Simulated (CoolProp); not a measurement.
Vapour-liquid equilibrium of dimethyl ether (1) + ethanol (2) at 3.29 bar; x and y are mole fractions of (1).

Model: multi-fluid Helmholtz-energy mixture model, Wu 2011 and Schroeder 2014; pair parameters Bell 2016, in CoolProp.

Question: Give the bubble temperature and the first vapour's composition at x = 0.05, 0.45, 0.95. Is there an azeotrope?

Answer: x = 0.05: 90.1 °C, y = 0.525; x = 0.45: 24.1 °C, y = 0.983; x = 0.95: 7.7 °C, y = 0.999. No azeotrope shows between x = 0.05 and 0.95.

The pair parameters rest on a limited set of measurements; away from them the model extrapolates.
